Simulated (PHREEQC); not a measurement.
A solution holds 0.092 mol/kgw KOH, 3.5e-05 mol/kgw CO2 and 5.2e-05 mol/kgw K2CO3, at 95 °C. Closed to the air; pH follows from the charge balance.

The numbers come from PHREEQC with the ion-association model, phreeqc.dat.

Problem. The ionic strength comes out as 0.0922 mol/kgw. What activity coefficients do HCO3-, K+, OH-, CO3-2 get?

Solution. HCO3- 0.77, K+ 0.74, OH- 0.74, CO3-2 0.35.

This is a speciation only: nothing precipitates in the calculation. Species that the database lacks are ignored. At this temperature some constants are extrapolated from 25 °C, and those without enthalpy data are left unchanged.
